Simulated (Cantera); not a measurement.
Feed: 1 mol CH4, 36 mol H2, 0.01 mol O2, equilibrated at 630 Pa.

These are equilibrium values from Cantera (NASA tables, ideal gas, pure condensed phases), not measurements of a reactor. Candidate condensed phases: C, C6H6, C7H8, C8H18, H2O; 110 gas species. Rates play no part.

**Question.** Which condensed phases are stable at each of these points (T (°C)): 1102, 1252, 1402, 1552, 1702, 1852, 2002, 2152, 2302, 2452, 2602?

**Answer.** 
| T (°C) | condensed phases | C condensed (%) |
|---|---|---|
| 1102 | C(graphite) | 97.9 |
| 1252 | C(graphite) | 97.9 |
| 1402 | C(graphite) | 97.5 |
| 1552 | C(graphite) | 96.4 |
| 1702 | C(graphite) | 93.1 |
| 1852 | C(graphite) | 85.5 |
| 2002 | C(graphite) | 70.4 |
| 2152 | C(graphite) | 44.1 |
| 2302 | C(graphite) | 2.1 |
| 2452 | gas only | 0.0 |
| 2602 | gas only | 0.0 |

From 1102 °C to 2302 °C the condensed part is C(graphite). From 2452 °C to 2602 °C nothing is condensed.
